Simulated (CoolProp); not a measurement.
Values from CoolProp's reference Helmholtz-energy equation of state, Lemmon 2006. It is a short technical equation, of lower accuracy than the large ones.

**Question.** For n-decane, give the phase and the cv (kJ/(kg K)), Joule-Thomson coefficient (K/MPa), Prandtl number at 243.15 °C and 0.101 MPa; 260.45 °C and 0.101 MPa; 346.85 °C and 0.101 MPa.

**Answer.** 
- 243.15 °C and 0.101 MPa: gas; cv 2.52, Joule-Thomson coefficient 16.3, Prandtl number 0.804
- 260.45 °C and 0.101 MPa: gas; cv 2.58, Joule-Thomson coefficient 14.3, Prandtl number 0.795
- 346.85 °C and 0.101 MPa: gas; cv 2.86, Joule-Thomson coefficient 8.25, Prandtl number 0.761

Viscosity comes from a separate model (Huber 2004). Thermal conductivity comes from a separate model (Huber 2005).
